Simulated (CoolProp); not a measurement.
A single-stage vapour-compression cycle with R13: evaporating at 239.15 K (dew point), condensing at 270.15 K (bubble point), superheat 10 K, subcooling 2 K, compressor efficiency 0.6, no pressure losses. Each further row changes one setting.

Model: reference Helmholtz-energy equation of state, Platzer 1990, in CoolProp. This equation is an older, rougher fit; its heat capacities, sound speeds and derivatives of the liquid may be far off and weren't checked against measurements.

```csv
case,cooling COP,pressure ratio,discharge temperature (K),refrigerating effect (kJ/kg),volumetric capacity (kJ/m³)
as stated,3.65,2.47,302.1,96.8,4180
evaporating temperature 244.15 K,4.55,(withheld),298.1,98.4,4990
condensing temperature 265.15 K,4.54,2.17,294.2,103,4430
subcooling 7 K,3.87,2.47,302.1,103,4430
superheat 20 K,3.66,2.47,(withheld),(withheld),(withheld)
compressor efficiency 0.5,3.04,2.47,(withheld),96.8,4180
```

Task: Fill in the missing entries.

Result: 
- evaporating temperature 244.15 K, pressure ratio: 2.10
- superheat 20 K, discharge temperature (K): 313.0
- superheat 20 K, refrigerating effect (kJ/kg): 104
- superheat 20 K, volumetric capacity (kJ/m³): 4210
- compressor efficiency 0.5, discharge temperature (K): 308.8
